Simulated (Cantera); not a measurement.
A closed system holds: 1 mol Ta, 0.056 mol O₂, 25 mol H₂, equilibrated at 0.820 bar.

Method: chemical equilibrium by Gibbs-energy minimisation in Cantera with the NASA 1993 tables (ideal gas, pure condensed phases). Candidate condensed phases: H₂O, Ta, Ta₂O₅; 12 gas species. Mutual solubility and eutectic melting of coexisting phases are not modelled. Condensed phases not in the tables: N, O or C dissolved in the metal. The numbers say what is thermodynamically allowed, not how fast it happens.

log p: log10 of the partial pressure in bar; n: condensed amount in mol.

```csv
T (K),log p H₂,log p H,log p H₂O,log p TaO₂,log p TaO,log p OH,n Ta(s),n Ta₂O₅(s),n Ta₂O₅(l)
1425,-0.09,-5.21,-4.39,<-12,<-12,-11.17,0.956,0.0222,0
1525,-0.09,-4.67,-4.03,-10.74,-11.41,-10.12,0.956,0.0218,0
1625,-0.09,-4.19,-3.71,-9.50,-10.18,-9.20,0.958,0.0212,0
1725,-0.09,-3.77,-3.43,-8.40,-9.10,-8.38,0.960,0.0202,0
1825,-0.09,-3.40,-3.19,-7.43,-8.14,-7.66,0.963,0.0185,0
1925,-0.09,-3.06,-2.97,-6.57,-7.28,-7.01,0.968,0.0159,0
2025,-0.09,-2.76,-2.78,-5.79,-6.51,-6.43,0.976,0.0122,0
2125,-0.09,-2.48,-2.62,-5.13,-5.83,-5.93,0.984,0,0.00776
2225,-0.09,___,-2.49,___,___,___,0.994,0,___
2325,-0.09,-2.01,-2.46,-4.18,-4.76,-5.15,0.997,0,0
2425,-0.10,___,-2.47,___,___,___,0.995,0,0
2525,-0.10,-1.60,-2.50,-3.75,-4.03,-4.67,0.992,0,0
2625,-0.11,-1.43,-2.54,-3.60,-3.73,-4.48,0.986,0,0
```

Fill in the missing entries.


- 2425, log p H: -1.80
- 2425, log p TaO₂: -3.95
- 2425, log p TaO: -4.37
- 2425, log p OH: -4.90
- 2225, log p H: -2.23
- 2225, log p TaO₂: -4.55
- 2225, log p TaO: -5.23
- 2225, log p OH: -5.48
- 2225, n Ta₂O₅(l): 0.00240
